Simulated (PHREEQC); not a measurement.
# Nickel, zinc or cadmium bath (model solution)

Solution (25 °C): 0.016 mol CdSO4, 0.11 mol NaCl and 0.15 mol MnSO4 per kg of water. Closed to the air; pH follows from the charge balance.

Model: ion-association model, wateq4f.dat, run in PHREEQC.

This is a speciation only: nothing precipitates in the calculation.

Question: What pH, activity of water does the model give?

Answer: pH 6.10; activity of water 0.992.

Question: In which forms is S present?

Answer: SO4-2 52 %, MnSO4 37 %, NaSO4- 5.7 %, Cd(SO4)2-2 3.4 %, CdSO4 2.1 % of the S.
